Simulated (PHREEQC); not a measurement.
Make-up at 25 °C and 100 atm: 0.0016 mol/kgw PbCl2, 0.18 mol/kgw KNO3 and 0.059 mol/kgw Na2SO4. Closed to the air; pH follows from the charge balance.

All values are PHREEQC results (ion-association model, phreeqc.dat), not measurements.

Precipitation was switched off in this run.

Problem. Order these Pb species by the share of Pb that they hold, largest first: Pb(SO4)2-2, Pb+2, PbCl+, PbSO4, PbNO3+.

Solution. PbSO4 (42 %), Pb+2 (27 %), PbNO3+ (20 %), Pb(SO4)2-2 (9.0 %), PbCl+ (0.92 %)

The pH is 5.92 and the ionic strength 0.325 mol/kgw. Complexes and solids missing from the database can't appear. Under pressure, the constants of complexes without a molar volume in the database are unreliable.
